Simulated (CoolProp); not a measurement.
Vapour-liquid equilibrium of nitrogen (1) + methane (2) at 109 K; x and y are mole fractions of (1).

Model: multi-fluid Helmholtz-energy mixture model, Span 2000 and Setzmann 1991; pair parameters Kunz 2012, in CoolProp.

### Question
Give the bubble pressure and the first vapour's composition at x = 0.2, 0.35, 0.95. Is there an azeotrope?

### Answer
x = 0.2: 0.4458 MPa, y = 0.827; x = 0.35: 0.6407 MPa, y = 0.888; x = 0.95: 1.306 MPa, y = 0.990. No azeotrope shows between x = 0.05 and 0.95.

Pair parameters are fitted to limited data, so mixtures are less certain than the pure fluids. The gap from Raoult's law changes sign with composition, which may be real or a fault of the pair parameters; it wasn't checked against measurements.
